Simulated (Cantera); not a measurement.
Gas mixture: C2H2 : C2H4 = 0.15 : 0.25 (molar parts), at 3900 Pa, frozen composition.

Cantera's kinetic-theory transport with the Lennard-Jones parameters of GRI-Mech 3.0, ideal gas; thermal conductivity in the mixture-averaged form. The composition is frozen, though it would react at the higher temperatures.

D: mixture-averaged diffusion coefficient of that species in the mixture.

| T (K) | ρ (kg/m³) | cp (J/kg/K) | μ (µPa s) | λ (mW/m/K) | Pr | D (cm²/s) NH3 | D (cm²/s) CH3 | D (cm²/s) H2O |
|---|---|---|---|---|---|---|---|---|
| 400 | 0.0320 | 1896 | 13.4 | [?] | 0.740 | 7.36 | 7.68 | 7.62 |
| 600 | 0.0213 | 2422 | 19.0 | [?] | 0.748 | 16.0 | 15.9 | 16.7 |
| 800 | 0.0160 | 2792 | 23.8 | [?] | 0.748 | 27.3 | 26.2 | 28.6 |
| 1000 | 0.0128 | 3087 | 28.1 | [?] | 0.752 | 40.7 | 38.5 | 42.9 |
| 1200 | 0.0107 | 3312 | 32.0 | [?] | 0.753 | 56.2 | 52.4 | 59.3 |
| 1400 | 0.00915 | 3490 | 35.6 | [?] | 0.753 | 73.5 | 67.9 | 77.7 |
| 1600 | 0.00800 | 3630 | 38.9 | [?] | 0.753 | 92.5 | 85.0 | 97.9 |
| 1800 | 0.00711 | 3739 | 42.1 | [?] | 0.752 | 113 | 103 | 120 |
| 2000 | 0.00640 | 3825 | 45.2 | [?] | 0.751 | 135 | 123 | 143 |

Fill in the missing entries.


- 400, λ (mW/m/K): 34.4
- 600, λ (mW/m/K): 61.6
- 800, λ (mW/m/K): 88.9
- 1000, λ (mW/m/K): 115
- 1200, λ (mW/m/K): 141
- 1400, λ (mW/m/K): 165
- 1600, λ (mW/m/K): 188
- 1800, λ (mW/m/K): 210
- 2000, λ (mW/m/K): 230
